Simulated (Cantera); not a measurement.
# Ignition delay

Mixture: 6.22 % CH₄, 19.7 % O₂, 74.1 % N₂, at 7500 Torr, adiabatic and at constant volume. Ignition delay is the time to a rise of 400 K.

Computed with Cantera and GRI-Mech 3.0 (53 species, 325 reactions).

| T0 (K) | delay (ms) |
|---|---|
| 1300 | 1.14 |
| 1350 | 0.657 |
| 1400 | 0.390 |
| 1450 | 0.238 |
| 1500 | 0.148 |
| 1550 | 0.0945 |
| 1600 | 0.0618 |
| 1650 | 0.0413 |
| 1700 | 0.0282 |
| 1750 | 0.0197 |

The apparent activation energy between 1650 and 1750 K is 180 kJ/mol.
